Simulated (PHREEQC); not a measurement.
A PHREEQC input (ion-association model, phreeqc.dat):

```
SOLUTION 1
  temp 25
  units mg/L
  pH 6.1
  pe 10.1
  Na 9.7
  K 0.212
  Ca 10.4
  Mg 0.498
  Cl 4.15
  S(6) 0.00626 as S
  Alkalinity 51.5 as HCO3
  O(0) 0.0039
  Br 0.143
  Pb 0.304
END
USE solution 1
EQUILIBRIUM_PHASES 1
  Gypsum 0 0
  CO2(g) -2 10
END
```

The run finishes without an error or a warning.

Its last state differs from that of the intended input:

```
quantity            as run  intended
----------------  --------  --------
SO4-2 (mol/kgw)    1.88e-7   6.27e-8
CaSO4 (mol/kgw)    6.28e-9   2.09e-9
MgSO4 (mol/kgw)   6.54e-10  2.18e-10
NaSO4- (mol/kgw)  3.39e-10  1.13e-10
```

Problem. One thing in the input isn't as intended. What explains the difference?

Solution. Several could match; the one computed here: The fault: sulfate typed 'as S' though the number is for SO4. The line should read `as SO4` where the input has `as S`.
